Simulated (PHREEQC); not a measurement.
A solution holds 1.1 mol Na2SO4, 0.011 mol NaHCO3 and 0.14 mol NaOH per kg of water, at 25 °C. Closed to the air; pH follows from the charge balance.

Computed with PHREEQC (Pitzer model, pitzer.dat).

Q: The ionic strength comes out as 3.46 mol/kgw. What activity coefficients do Na+, CO3-2, SO4-2, HCO3-, OH- get?

A: Na+ 0.45, CO3-2 0.050, SO4-2 0.034, HCO3- 0.35, OH- 0.55. Single-ion values are on the MacInnes scale.

No solid was allowed to form. In brines, pH and single-ion activities rest on the MacInnes convention.
